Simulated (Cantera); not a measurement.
A Cantera script and its output.

```python
import numpy as np
import cantera as ct

gas = ct.Solution("gri30.yaml")
gas.TPX = 1325, 101325, {'N2O': 1, 'O2': 0.5}
reactor = ct.IdealGasConstPressureReactor(gas, energy="off", clone=False)
net = ct.ReactorNet([reactor])
net.rtol, net.atol = 1e-08, 1e-18
show = ['N2O', 'O2', 'NO', 'NO2', 'N2', 'O']
times = np.geomspace(5e-06, 7, 12)

steps = ct.SolutionArray(gas, extra=["t"])
rows = []
print(f"{'t/s':>10s}{'T/K':>9s}{'P/Pa':>11s}" + "".join(f"{s:>11s}" for s in show))
for t in times:
    while net.time < t:
        t_next = net.step()
        steps.append(gas.state, t=t_next)
    rows.append([np.interp(t, steps.t, y) for y in (steps.T, steps.P, *steps(*show).X.T)])
    print(f"{t:10.3e}{rows[-1][0]:9.1f}{rows[-1][1]:11.4g}" + "".join(f"{x:11.3e}" for x in rows[-1][2:]))
rate = np.gradient(steps.T, steps.t)
print("integrator steps:", len(steps.t))
if steps.T.max() > steps.T[0] + 200:
    print(f"time of steepest temperature rise: {steps.t[rate.argmax()]:.4e} s")
gas.TPX = 1325, 101325, {'N2O': 1, 'O2': 0.5}
gas.equilibrate("TP")
print(f"equilibrium (TP): T = {gas.T:.1f} K  " + "  ".join(f"{s} {gas[s].X[0]:.3e}" for s in show))
```

Output:

```
       t/s      T/K       P/Pa        N2O         O2         NO        NO2         N2          O
 5.000e-06   1325.0  1.013e+05  6.666e-01  3.333e-01  8.723e-07  2.622e-12  1.067e-05  5.670e-06
 1.810e-05   1325.0  1.013e+05  6.666e-01  3.333e-01  6.697e-06  1.510e-10  4.791e-05  9.487e-06
 6.553e-05   1325.0  1.013e+05  6.664e-01  3.334e-01  3.206e-05  3.427e-09  1.939e-04  9.958e-06
 2.372e-04   1325.0  1.013e+05  6.656e-01  3.335e-01  1.243e-04  5.042e-08  7.233e-04  9.956e-06
 8.589e-04   1325.0  1.013e+05  6.628e-01  3.341e-01  4.564e-04  6.316e-07  2.633e-03  9.948e-06
 3.109e-03   1325.0  1.013e+05  6.530e-01  3.359e-01  1.638e-03  6.357e-06  9.457e-03  9.910e-06
 1.126e-02   1325.0  1.013e+05  6.188e-01  3.424e-01  5.681e-03  4.047e-05  3.302e-02  9.739e-06
 4.075e-02   1325.0  1.013e+05  5.142e-01  3.624e-01  1.780e-02  1.534e-04  1.054e-01  9.110e-06
 1.475e-01   1325.0  1.013e+05  2.876e-01  4.068e-01  4.199e-02  3.818e-04  2.632e-01  7.111e-06
 5.341e-01   1325.0  1.013e+05  6.229e-02  4.544e-01  5.915e-02  5.659e-04  4.236e-01  2.808e-06
 1.934e+00   1325.0  1.013e+05  1.307e-03  4.692e-01  5.973e-02  8.106e-04  4.689e-01  2.529e-07
 7.000e+00   1325.0  1.013e+05  1.032e-06  4.695e-01  5.961e-02  8.775e-04  4.700e-01  1.888e-07
integrator steps: 928
equilibrium (TP): T = 1325.0 K  N2O 3.012e-08  O2 4.997e-01  NO 5.735e-04  NO2 8.710e-06  N2 4.997e-01  O 1.947e-07
```

Model: GRI-Mech 3.0 (53 species, 325 reactions), integrated in Cantera. GRI-Mech 3.0 was tuned for natural gas; its chemistry of N2O as a main component is partial and can be far from experiment. The mechanism lacks the step 2 NO + O2 → 2 NO2, which can matter for NO2 below about 1400 K. The temperature is held fixed by assumption; the heat of reaction is taken as removed at once.
